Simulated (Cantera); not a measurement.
A closed system holds: 1 mol SiF4, 1.2 mol NH3, equilibrated at 798 K.

These are equilibrium values from Cantera (NASA tables, ideal gas, pure condensed phases), not measurements of a reactor. Candidate condensed phases: Si, Si3N4; 37 gas species. Rates play no part.

x: gas mole fraction; n: condensed amount in mol.

```
P (Pa)   x H2  x SiF4   x N2     x NH3      x HF  x SiHF3   x SiF3  n Si3N4(s)
------  -----  ------  -----  --------  --------  -------  -------  ----------
5       0.529   0.294  0.176   2.47e-8  0.000157        ?  1.13e-6     3.48e-5
21      0.529   0.294  0.176   1.04e-7  0.000139        ?  6.21e-7           0
85      0.529   0.294  0.176   4.20e-7  0.000124        ?  3.47e-7           0
350     0.529   0.294  0.176   1.73e-6  0.000110        ?  1.92e-7           0
1400    0.529   0.294  0.176   6.91e-6   9.82e-5        ?  1.08e-7           0
5900    0.529   0.294  0.176   2.91e-5   8.71e-5        ?  5.93e-8           0
24000   0.529   0.294  0.176  0.000118   7.75e-5  6.73e-5  3.30e-8           0
100000  0.529   0.294  0.176  0.000493   7.22e-5  7.21e-5  1.74e-8           0
```

What belongs in the gaps?


- 5, x SiHF3: 3.32e-5
- 21, x SiHF3: 3.74e-5
- 85, x SiHF3: 4.20e-5
- 350, x SiHF3: 4.73e-5
- 1400, x SiHF3: 5.31e-5
- 5900, x SiHF3: 5.98e-5
